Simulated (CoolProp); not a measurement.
Vapour-liquid equilibrium of propane (1) + isobutene (2) at 1450 kPa; x and y are mole fractions of (1).

Model: multi-fluid Helmholtz-energy mixture model, Lemmon 2009 and Lemmon 2005; pair parameters Bell 2016, in CoolProp.

Give the bubble temperature and the first vapour's composition at x = 0.125, 0.5, 0.95. Is there an azeotrope?

x = 0.125: 352.1 K, y = 0.233; x = 0.5: 333.5 K, y = 0.663; x = 0.95: 317.3 K, y = 0.975. No azeotrope shows between x = 0.05 and 0.95.

Pair parameters are fitted to limited data, so mixtures are less certain than the pure fluids. The gap from Raoult's law changes sign with composition, which may be real or a fault of the pair parameters; it wasn't checked against measurements.
